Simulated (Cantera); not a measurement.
A closed system holds: 1 mol Al(CH3)3, 4.9 mol O2, 18 mol N2, 1.5 mol H2O, equilibrated at 1.33 mbar.

Method: chemical equilibrium by Gibbs-energy minimisation in Cantera with the NASA 1993 tables (ideal gas, pure condensed phases). Candidate condensed phases: Al, AlN, Al2O3, C, C6H6, C7H8, C8H18, H2O; 148 gas species. The feed counts by its element totals alone. The numbers say what is thermodynamically allowed, not how fast it happens.

x: gas mole fraction; n: condensed amount in mol.

| T (K) | x N2 | x H2O | x CO2 | x CO | x H2 | x H | x OH | n Al2O3(s) |
|---|---|---|---|---|---|---|---|---|
| 1348 | 0.667 | 0.177 | 0.0744 | 0.0367 | 0.0448 | (withheld) | 8.56e-7 | 0.500 |
| 1423 | 0.667 | 0.180 | 0.0723 | 0.0389 | 0.0426 | (withheld) | 3.43e-6 | 0.500 |
| 1498 | 0.667 | 0.181 | 0.0704 | 0.0407 | 0.0407 | (withheld) | 1.20e-5 | 0.500 |
| 1573 | 0.667 | 0.183 | 0.0687 | 0.0424 | 0.0390 | (withheld) | 3.73e-5 | 0.500 |
| 1648 | 0.666 | 0.184 | 0.0673 | 0.0438 | 0.0375 | (withheld) | 0.000104 | 0.500 |
| 1723 | 0.666 | 0.185 | 0.0660 | 0.0451 | 0.0361 | (withheld) | 0.000267 | 0.500 |
| 1798 | 0.666 | 0.186 | 0.0648 | 0.0462 | 0.0348 | (withheld) | 0.000632 | 0.500 |
| 1873 | 0.665 | 0.186 | 0.0635 | 0.0474 | 0.0337 | (withheld) | 0.00139 | 0.500 |
| 1948 | 0.663 | 0.184 | 0.0616 | 0.0489 | 0.0332 | (withheld) | 0.00282 | 0.500 |
| 2023 | 0.659 | 0.179 | 0.0584 | 0.0515 | 0.0337 | (withheld) | 0.00527 | 0.500 |

Fill in the missing entries.


- 1348, x H: 1.34e-5
- 1423, x H: 3.76e-5
- 1498, x H: 9.50e-5
- 1573, x H: 0.000220
- 1648, x H: 0.000472
- 1723, x H: 0.000949
- 1798, x H: 0.00180
- 1873, x H: 0.00325
- 1948, x H: 0.00564
- 2023, x H: 0.00955
